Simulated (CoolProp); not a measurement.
A single-stage vapour-compression cycle with R1224YDZ: evaporating at 258.15 K (dew point), condensing at 295.15 K (bubble point), superheat 0 K, subcooling 0 K, compressor efficiency 0.9, no pressure losses. Each further row changes one setting.

Model: reference Helmholtz-energy equation of state, Akasaka 2023, in CoolProp.

```json
[
 {"case": "as stated", "cooling COP": "5.43", "pressure ratio": "4.86", "discharge temperature (K)": "298.1", "refrigerating effect (kJ/kg)": "142", "volumetric capacity (kJ/m³)": "274"},
 {"case": "evaporating temperature 263.15 K", "cooling COP": "6.53", "pressure ratio": "3.80", "discharge temperature (K)": "297.1", "refrigerating effect (kJ/kg)": "145", "volumetric capacity (kJ/m³)": "352"},
 {"case": "condensing temperature 290.15 K", "cooling COP": "6.43", "pressure ratio": "4.04", "discharge temperature (K)": "293.2", "refrigerating effect (kJ/kg)": "148", "volumetric capacity (kJ/m³)": "285"},
 {"case": "subcooling 5 K", "cooling COP": "5.65", "pressure ratio": "4.86", "discharge temperature (K)": "298.1", "refrigerating effect (kJ/kg)": "148", "volumetric capacity (kJ/m³)": "285"},
 {"case": "superheat 10 K", "cooling COP": "5.47", "pressure ratio": "4.86", "discharge temperature (K)": "308.2", "refrigerating effect (kJ/kg)": "149", "volumetric capacity (kJ/m³)": "276"},
 {"case": "compressor efficiency 0.8", "cooling COP": "4.83", "pressure ratio": "4.86", "discharge temperature (K)": "302.1", "refrigerating effect (kJ/kg)": "142", "volumetric capacity (kJ/m³)": "274"}
]
```
